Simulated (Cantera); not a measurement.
**Counterflow diffusion flame**

A counterflow diffusion flame at 0.370 bar, nozzles 20 mm apart: fuel side 76.7 % CH4, 2.53 % C2H6, 20.7 % N2 at 573 K, oxidiser side 21.0 % O2, 79.0 % N2 at 425 K, fuel mass flux 0.78 times the oxidiser's; mixture-averaged transport, no radiation.

Model: GRI-Mech 3.0 (53 species, 325 reactions), integrated in Cantera. GRI-Mech 3.0 has no aromatics or soot, which form on the fuel side of real flames. The maximum strain rate includes the flame's own expansion and is several times the mean. A flux with no burning solution from the previous one only brackets extinction.

```json
[
 {"oxidiser flux (kg/m²/s)": "0.092", "max strain (1/s)": "174", "mean strain (1/s)": "39.7", "T max (K)": "1984", "peak x OH": "0.00747", "peak x H": "0.00637", "peak x NO": "0.000181", "peak x CO": "0.0547", "peak x C2H2": "0.0123"},
 {"oxidiser flux (kg/m²/s)": "0.13", "max strain (1/s)": "234", "mean strain (1/s)": "56.1", "T max (K)": "1964", "peak x OH": "0.00720", "peak x H": "0.00651", "peak x NO": "0.000154", "peak x CO": "0.0543", "peak x C2H2": "0.0114"},
 {"oxidiser flux (kg/m²/s)": "0.19", "max strain (1/s)": "328", "mean strain (1/s)": "82.0", "T max (K)": "1945", "peak x OH": "0.00689", "peak x H": "0.00661", "peak x NO": "0.000124", "peak x CO": "0.0542", "peak x C2H2": "0.0105"},
 {"oxidiser flux (kg/m²/s)": "0.27", "max strain (1/s)": "450", "mean strain (1/s)": "117", "T max (K)": "1922", "peak x OH": "0.00650", "peak x H": "0.00658", "peak x NO": "9.47e-5", "peak x CO": "0.0545", "peak x C2H2": "0.00938"},
 {"oxidiser flux (kg/m²/s)": "0.38", "max strain (1/s)": "613", "mean strain (1/s)": "164", "T max (K)": "1892", "peak x OH": "0.00593", "peak x H": "0.00632", "peak x NO": "6.52e-5", "peak x CO": "0.0550", "peak x C2H2": "0.00783"},
 {"oxidiser flux (kg/m²/s)": "0.54", "max strain (1/s)": "842", "mean strain (1/s)": "233", "T max (K)": "1847", "peak x OH": "0.00508", "peak x H": "0.00567", "peak x NO": "3.59e-5", "peak x CO": "0.0559", "peak x C2H2": "0.00574"}
]
```
x: mole fraction; the columns are a selection and need not sum to one.

At the next flux tried, 0.76 kg/m²/s, no burning solution was found from the previous one.
